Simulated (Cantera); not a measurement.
A Cantera script and what it prints.

```python
import numpy as np
import cantera as ct

gas_names = """
    C CH CH2 CH3 CH2OH CH3O CH4 CH3OH CN CO CO2 COOH C2 C2H CHCO,ketyl C2H2,acetylene C2H2,vinylidene
    CH2CO,ketene C2H3,vinyl CH3CN CH3CO,acetyl C2H4 C2H4O,ethylen CH3CHO,ethanal CH3COOH (HCOOH)2 C2H5
    C2H6 CH3OCH3 C2H5OH CCN CNC C2N2 C2O C3 C3H3,propargyl C3H4,allene C3H4,propyne C3H4,cyclo-
    C3H5,allyl C3H6,propylene C3H6,cyclo- C3H6O C3H7,n-propyl C3H7,i-propyl C3H8 C3H8O,1propanol
    C3H8O,2propanol C3O2 C4 C4H2 C4H4,1,3-cyclo- C4H6,butadiene C4H6,2-butyne C4H6,cyclo- C4H8,1-butene
    C4H8,cis2-buten C4H8,tr2-butene C4H8,isobutene C4H8,cyclo- (CH3COOH)2 C4H9,n-butyl C4H9,i-butyl
    C4H9,s-butyl C4H9,t-butyl C4H10,isobutane C4H10,n-butane C4N2 C5 C5H6,1,3cyclo- C5H8,cyclo-
    C5H10,1-pentene C5H10,cyclo- C5H11,pentyl C5H11,t-pentyl C5H12,n-pentane C5H12,i-pentane
    CH3C(CH3)2CH3 C6H2 C6H5,phenyl C6H5O,phenoxy C6H6 C6H5OH,phenol C6H10,cyclo- C6H12,1-hexene
    C6H12,cyclo- C6H13,n-hexyl C7H7,benzyl C7H8 C7H8O,cresol C7H14,1-heptene C7H15,n-heptyl
    C7H16,n-heptane C8H8,styrene C8H10,ethylbenz C8H16,1-octene C8H17,n-octyl C8H18,isooctane
    C8H18,n-octane C9H19,n-nonyl C10H8,naphthale C10H21,n-decyl C12H9,o-bipheny C12H10,bipheny H HCN HCO
    HCCN HNC HNCO HNO HNO2 HNO3 HO2 H2 HCHO,formaldehy HCOOH H2O H2O2 N NCO NH NH2 NH3 NH2OH NO NO2 NO3
    N2 N2H2 N2H4 N2O O OH O2 O3
""".split()
cond_names = """
    C(gr) C6H6(L) C7H8(L) C8H18(L),n-octa H2O(s) H2O(L)
""".split()


def load(file, names, dense=False):
    # The tables refer to 1 bar. Condensed volumes are neglected.
    table = {s.name: s for s in ct.Species.list_from_file(file)}
    out = []
    for n in names:
        d = dict(table[n].input_data)
        d["thermo"] = dict(d["thermo"], **{"reference-pressure": 1e5})
        if dense:
            d["equation-of-state"] = {"model": "constant-volume", "density": "1e6 g/cm^3"}
        out.append(ct.Species.from_dict(d))
    return out


gas = ct.Solution(thermo="ideal-gas", species=load("nasa_gas.yaml", gas_names))
cond = {s.name: ct.Solution(thermo="fixed-stoichiometry", species=[s], name=s.name)
        for s in load("nasa_condensed.yaml", cond_names, dense=True)}
atoms = {
    'CH3OH': {'C': 1, 'H': 4, 'O': 1},
    'O2': {'O': 2},
    'N2': {'N': 2},
}
top_T = {'C(gr)': 4500}  # K; cautious upper limits of use, not melting points


def equilibrate(T, P, feed):
    n = {}
    for name, mol in feed.items():
        for a, k in atoms[name].items():
            n[a] = n.get(a, 0.0) + k * mol
    gas.TPX = T, P, n
    mass = sum(n.values()) * gas.mean_molecular_weight
    gas.equilibrate("TP")
    valid = [c for c in cond.values() if c.min_temp <= T <= top_T.get(c.name, c.max_temp)]
    mix = ct.Mixture([(gas, mass / gas.mean_molecular_weight)] + [(c, 0.0) for c in valid])
    mix.T, mix.P = T, P
    mix.equilibrate("TP", solver="vcs", rtol=1e-11, max_steps=5000)
    return mix


results = []
feed = {'CH3OH': 1, 'O2': 0.012, 'N2': 49}  # mol
P = 101325  # Pa
for T in [800, 900, 1000, 1100, 1200, 1300, 1400, 1500, 1600, 1700, 1800, 1900, 2000, 2100]:
    mix = equilibrate(T, P, feed)
    results.append((T, P, feed, dict(zip(mix.species_names, mix.species_moles))))

top = {s: max(r[3][s] / sum(r[3][g] for g in gas_names) for r in results) for s in gas_names}
cols = sorted((s for s in top if top[s] > 1e-06), key=lambda s: -top[s])[:8]
seen = [c for c in cond_names if any(r[3].get(c, 0) > 1e-12 for r in results)]
print("log10 of partial pressures in bar; condensed amounts in mol")
print(f"{'T/K':>10s}" + "".join(f"{s[:9]:>10s}" for s in cols + seen))
for T, P, feed, n in results:
    ng = sum(n[g] for g in gas_names)
    print(f"{T:10.4g}" + "".join(f"{np.log10(max(n[s] / ng * P / 1e5, 1e-99)):10.3f}" for s in cols)
          + "".join(f"{n.get(c, 0):10.4g}" for c in seen))
```

It prints:

```
log10 of partial pressures in bar; condensed amounts in mol
       T/K        N2        H2        CO       H2O       CO2       CH4         H       NH3     C(gr)
       800    -0.016    -1.499    -2.180    -2.309    -2.365    -2.869   -12.287    -4.780     0.376
       900    -0.019    -1.434    -1.801    -2.850    -2.855    -3.374   -10.649    -5.077   0.09802
      1000    -0.020    -1.416    -1.718    -3.465    -3.611    -3.924    -9.352    -5.369         0
      1100    -0.020    -1.413    -1.714    -3.493    -3.800    -4.954    -8.294    -5.628         0
      1200    -0.020    -1.413    -1.713    -3.463    -3.901    -5.877    -7.411    -5.848         0
      1300    -0.020    -1.413    -1.713    -3.438    -3.983    -6.659    -6.663    -6.037         0
      1400    -0.020    -1.414    -1.712    -3.420    -4.055    -7.327    -6.020    -6.198         0
      1500    -0.020    -1.414    -1.712    -3.407    -4.118    -7.902    -5.461    -6.339         0
      1600    -0.020    -1.414    -1.712    -3.397    -4.173    -8.402    -4.972    -6.462         0
      1700    -0.020    -1.414    -1.712    -3.389    -4.221    -8.841    -4.539    -6.570         0
      1800    -0.020    -1.414    -1.712    -3.383    -4.263    -9.230    -4.153    -6.666         0
      1900    -0.020    -1.415    -1.711    -3.379    -4.300    -9.576    -3.808    -6.753         0
      2000    -0.020    -1.416    -1.711    -3.375    -4.332    -9.887    -3.497    -6.831         0
      2100    -0.020    -1.418    -1.711    -3.373    -4.361   -10.168    -3.215    -6.903         0
```

These are equilibrium values from Cantera (NASA tables, ideal gas, pure condensed phases), not measurements of a reactor.
